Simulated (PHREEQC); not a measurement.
Solution (25 °C): 1.5 mmol/kgw HCl and 0.99 mmol/kgw FeCl2. Closed to the air; pH follows from the charge balance.

Equilibrium calculation in PHREEQC: ion-association model, wateq4f.dat.

```json
[
 {"quantity": "pH", "before": "2.85", "after": "3.85"},
 {"quantity": "FeCl+ (mol/kgw)", "before": "3.58e-6", "after": "2.29e-6"},
 {"quantity": "FeOH+ (mol/kgw)", "before": "1.81e-10", "after": "1.85e-9"}
]
```

Q: Name the change that produced these shifts.
(A) HCl from 0.0015 to 0.00015 mol/kgw
(B) temperature from 25 to 30 °C
(C) diluted 100-fold with water
(D) temperature from 25 to 70 °C

A: A, HCl from 0.0015 to 0.00015 mol/kgw

This is a speciation only: nothing precipitates in the calculation.
